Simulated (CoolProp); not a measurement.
R124 at several states: fugacity coefficient from the reference equation and from simpler models built on Tc = 122.3 °C, pc = 36.24 bar, ω = 0.288; each cubic takes its own stable root.

Computed with CoolProp (reference Helmholtz-energy equation of state, de Vries 1995).

```tsv
T (°C)	p (bar)	phase	reference
-82.25	1.63	liquid	0.008555
174.95	24	gas	0.8576
150.85	38.5	supercritical	0.7264
178.25	97.3	supercritical	0.5304
```

Q: How far does each simpler model (Soave-Redlich-Kwong, Peng-Robinson) lie from the reference over these 4 states: mean and median of the absolute difference, and the worst?

A: 
- Soave-Redlich-Kwong: mean 1.6 %, median 0.6 %, worst +5.0 % at 178.25 °C and 97.3 bar
- Peng-Robinson: mean 4.0 %, median 2.1 %, worst +10.1 % at -82.25 °C and 1.63 bar
